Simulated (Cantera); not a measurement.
A closed system holds: 1 mol SiHCl3, 0.01 mol CH4, 25 mol H2, equilibrated at 750 Torr.

Equilibrium computed with Cantera from the NASA thermochemical tables; the gas is ideal and each condensed phase is pure. Candidate condensed phases: C, C6H6, C7H8, C8H18, Si, SiC; 109 gas species. Mutual solubility and eutectic melting of coexisting phases are not modelled. Gases not in the tables: Si2H6 and higher silanes. Rates play no part.

Which condensed phases are stable at each of these points (T (K)): 1175, 1250, 1325, 1400, 1475, 1550, 1625, 1700, 1775, 1850, 1925?


```csv
T (K),condensed phases,Si condensed (%)
1175,Si(s) + SiC(s),29.3
1250,Si(s) + SiC(s),35.0
1325,Si(s) + SiC(s),39.9
1400,Si(s) + SiC(s),43.3
1475,Si(s) + SiC(s),44.9
1550,Si(s) + SiC(s),45.4
1625,Si(s) + SiC(s),45.1
1700,Si(l) + SiC(s),45.1
1775,Si(l) + SiC(s),48.1
1850,Si(l) + SiC(s),50.7
1925,Si(l) + SiC(s),53.0
```

From 1175 K to 1625 K the condensed part is Si(s) + SiC(s). From 1700 K to 1925 K the condensed part is Si(l) + SiC(s).
